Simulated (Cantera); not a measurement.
Input: 1 mol MgCO₃, 0.87 mol O₂, a varied amount of N₂, at 1148 K and 1000 Pa.

Cantera equilibrium calculation (NASA polynomials, part measured and part estimated; ideal gas, pure solids and liquids). Candidate condensed phases: C, Mg, MgCO₃, MgO; 28 gas species. Rates play no part.

x: gas mole fraction; n: condensed amount in mol.

| n(N₂) (mol) | x N₂ | x CO₂ | x O₂ | x NO | n MgO(s) |
|---|---|---|---|---|---|
| 0.57 | 0.234 | 0.410 | 0.357 | 9.16e-5 | 1.00 |
| 0.87 | 0.317 | 0.365 | 0.317 | 0.000101 | 1.00 |
| 1.3 | 0.410 | 0.315 | 0.274 | 0.000106 | 1.00 |
| 2 | 0.517 | 0.258 | 0.225 | 0.000108 | 1.00 |
| 3.1 | 0.624 | 0.201 | 0.175 | 0.000105 | 1.00 |
| 4.6 | 0.711 | 0.155 | 0.134 | 9.81e-5 | 1.00 |
| 7.1 | 0.791 | 0.111 | 0.0969 | 8.79e-5 | 1.00 |
| 11 | 0.855 | ___ | ___ | ___ | 1.00 |
| 16 | 0.895 | 0.0560 | 0.0487 | 6.62e-5 | 1.00 |
| 25 | 0.930 | ___ | ___ | ___ | 1.00 |
| 38 | 0.953 | 0.0251 | 0.0218 | 4.57e-5 | 1.00 |

Question: Complete the blanks.

Answer: 
- 25, x CO₂: 0.0372
- 25, x O₂: 0.0324
- 25, x NO: 5.51e-5
- 11, x CO₂: 0.0777
- 11, x O₂: 0.0676
- 11, x NO: 7.63e-5
